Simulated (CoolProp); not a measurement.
Vapour-liquid equilibrium of ethane (1) + n-pentane (2) at 0.0977 MPa; x and y are mole fractions of (1).

The numbers come from the multi-fluid Helmholtz-energy mixture model, Bücker 2006 and Thol 2019; pair parameters Kunz 2012 in CoolProp.

### Question
Give the bubble temperature and the first vapour's composition at x = 0.05, 0.2, 0.35. Is there an azeotrope?

### Answer
x = 0.05: 261.7 K, y = 0.857; x = 0.2: 216.6 K, y = 0.993; x = 0.35: 203.0 K, y = 0.998. No azeotrope shows between x = 0.05 and 0.95.

The pair parameters rest on a limited set of measurements; away from them the model extrapolates. The gap from Raoult's law changes sign with composition, which may be real or a fault of the pair parameters; it wasn't checked against measurements.
